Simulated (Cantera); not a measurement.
Input (Python, Cantera):

```python
import numpy as np
import cantera as ct

gas = ct.Solution("gri30.yaml")
gas.TPX = 2025, 75000, {'NO': 1, 'N2': 1.4}
reactor = ct.IdealGasConstPressureReactor(gas, energy="off", clone=False)
net = ct.ReactorNet([reactor])
net.rtol, net.atol = 1e-08, 1e-18
show = ['NO', 'NO2', 'N2O', 'O', 'N2', 'O2']
times = np.geomspace(0.0009, 1, 9)

steps = ct.SolutionArray(gas, extra=["t"])
rows = []
print(f"{'t/s':>10s}{'T/K':>9s}{'P/Pa':>11s}" + "".join(f"{s:>11s}" for s in show))
for t in times:
    while net.time < t:
        t_next = net.step()
        steps.append(gas.state, t=t_next)
    rows.append([np.interp(t, steps.t, y) for y in (steps.T, steps.P, *steps(*show).X.T)])
    print(f"{t:10.3e}{rows[-1][0]:9.1f}{rows[-1][1]:11.4g}" + "".join(f"{x:11.3e}" for x in rows[-1][2:]))
rate = np.gradient(steps.T, steps.t)
print("integrator steps:", len(steps.t))
if steps.T.max() > steps.T[0] + 200:
    print(f"time of steepest temperature rise: {steps.t[rate.argmax()]:.4e} s")
gas.TPX = 2025, 75000, {'NO': 1, 'N2': 1.4}
gas.equilibrate("TP")
print(f"equilibrium (TP): T = {gas.T:.1f} K  " + "  ".join(f"{s} {gas[s].X[0]:.3e}" for s in show))
```

It prints:

```
       t/s      T/K       P/Pa         NO        NO2        N2O          O         N2         O2
 9.000e-04   2025.0    7.5e+04  4.162e-01  8.914e-05  7.144e-05  7.339e-05  5.835e-01  6.527e-05
 2.163e-03   2025.0    7.5e+04  4.157e-01  1.093e-04  8.148e-05  8.828e-05  5.837e-01  3.234e-04
 5.196e-03   2025.0    7.5e+04  4.143e-01  1.142e-04  8.147e-05  9.206e-05  5.844e-01  9.997e-04
 1.249e-02   2025.0    7.5e+04  4.110e-01  1.236e-04  7.996e-05  9.952e-05  5.861e-01  2.631e-03
 3.000e-02   2025.0    7.5e+04  4.031e-01  1.429e-04  7.647e-05  1.154e-04  5.900e-01  6.559e-03
 7.208e-02   2025.0    7.5e+04  3.842e-01  1.764e-04  6.871e-05  1.464e-04  5.994e-01  1.594e-02
 1.732e-01   2025.0    7.5e+04  3.412e-01  2.181e-04  5.320e-05  1.995e-04  6.209e-01  3.739e-02
 4.162e-01   2025.0    7.5e+04  2.555e-01  2.299e-04  2.915e-05  2.759e-04  6.638e-01  8.020e-02
 1.000e+00   2025.0    7.5e+04  1.329e-01  1.568e-04  7.898e-06  3.575e-04  7.250e-01  1.415e-01
integrator steps: 701
equilibrium (TP): T = 2025.0 K  NO 8.108e-03  NO2 1.143e-05  N2O 3.940e-07  O 4.243e-04  N2 7.874e-01  O2 2.040e-01
```

Detailed kinetics in Cantera: GRI-Mech 3.0 (53 species, 325 reactions).
